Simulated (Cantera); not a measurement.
An isothermal, constant-pressure homogeneous reactor starts with 1.04 % CO, 0.218 % O2, 1.23 % H2O, 94.6 % N2, 2.93 % CH4, at 1323 K and 1.00 atm.

Detailed kinetics in Cantera: GRI-Mech 3.0 (53 species, 325 reactions). GRI-Mech 3.0 stops at C3 and has no aromatics, soot or wall deposition, so with more carbon than oxygen in the feed, carbon stays in small species such as C2H2 where larger ones or solid carbon would form.

Q: Predict: x(CO) at 40.0 s; x(H2O) at 40.0 s; x(H2) at 40.0 s.

A: 
```
Item                                               Value
----------------  --------------------------------------
x(CO) at 40.0 s    0.0102 (gas-phase equilibrium 0.0260)
x(H2O) at 40.0 s  0.0129 (gas-phase equilibrium 1.10e-7)
x(H2) at 40.0 s    0.0176 (gas-phase equilibrium 0.0585)
```
